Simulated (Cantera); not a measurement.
Ignition delay

Mixture: CO : H2 : CH4 : O2 : N2 = 1 : 0.35 : 0.11 : 0.44 : 6.23 (molar parts), equivalence ratio 2.0, at 1100000 Pa, adiabatic and at constant volume. Ignition delay is the time to a rise of 400 K.

Cantera simulation using GRI-Mech 3.0 (53 species, 325 reactions); the numbers are that mechanism's predictions, not measurements. Where the delays flatten at high temperature, the 400 K rule measures the pace of heat release, not the induction time.

```json
[
 {"T0 (K)": "1275", "delay (ms)": "0.0885"},
 {"T0 (K)": "1375", "delay (ms)": "0.0397"},
 {"T0 (K)": "1475", "delay (ms)": "0.0205"},
 {"T0 (K)": "1575", "delay (ms)": "0.0118"},
 {"T0 (K)": "1675", "delay (ms)": "0.00748"},
 {"T0 (K)": "1775", "delay (ms)": "0.00522"},
 {"T0 (K)": "1875", "delay (ms)": "0.00398"},
 {"T0 (K)": "1975", "delay (ms)": "0.00326"},
 {"T0 (K)": "2075", "delay (ms)": "0.00285"},
 {"T0 (K)": "2175", "delay (ms)": "0.00267"}
]
```
